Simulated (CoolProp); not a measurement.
A simple Rankine cycle with R227EA: condensing at 316.15 K, boiler at 1.87 MPa, turbine inlet 368.5 K, turbine efficiency 0.85, pump efficiency 0.7, no recuperator. Each further row changes one setting.

The numbers come from the reference Helmholtz-energy equation of state, Lemmon 2016 in CoolProp.

| case | thermal efficiency (%) | net work (kJ/kg) | heat in (kJ/kg) | turbine exit temperature (K) | volume ratio over the turbine |
|---|---|---|---|---|---|
| as stated | 6.8 | 9.25 | 136 | 343.4 | ? |
| turbine inlet 388.5 K | 6.7 | 10.6 | ? | 365.6 | 2.66 |
| condensing temperature 308.15 K | 8.1 | 11.8 | 146 | 338.4 | 3.54 |
| boiler pressure 1.31 MPa | ? | 6.30 | ? | 355.2 | ? |
| turbine efficiency 0.75 | ? | 8.02 | 136 | ? | 2.82 |

Complete the blanks.


- as stated, volume ratio over the turbine: 2.80
- turbine inlet 388.5 K, heat in (kJ/kg): 158
- boiler pressure 1.31 MPa, thermal efficiency (%): 4.4
- boiler pressure 1.31 MPa, heat in (kJ/kg): 144
- boiler pressure 1.31 MPa, volume ratio over the turbine: 1.80
- turbine efficiency 0.75, thermal efficiency (%): 5.9
- turbine efficiency 0.75, turbine exit temperature (K): 344.6
